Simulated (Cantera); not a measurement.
# Thermodynamics of silicon epitaxy and polysilicon growth, feed SiH₄ + Cl₂ + H₂

A closed system holds: 1 mol SiH₄, 0.18 mol Cl₂, 66 mol H₂, equilibrated at 825 °C and 0.860 bar.

These are equilibrium values from Cantera (NASA tables, ideal gas, pure condensed phases), not measurements of a reactor. Candidate condensed phases: Si; 19 gas species. The tables' values for SiCl₃ are old estimates; treat these amounts as uncertain. Kinetics and transport are ignored.

| Item | Result |
|---|---|
| x(H₂) | 0.995 |
| x(HCl) | 0.00415 |
| x(SiHCl₃) | 0.000204 |
| x(SiH₂Cl₂) | 8.53e-5 |
| x(SiCl₄) | 5.84e-5 |
| x(SiCl₂) | 3.51e-5 |
| x(SiCl₃) | 1.21e-5 |
| x(SiH₃Cl) | 9.45e-6 |
| n(Si(s)) | 0.972 mol |
| gas amount | 68.16 mol |
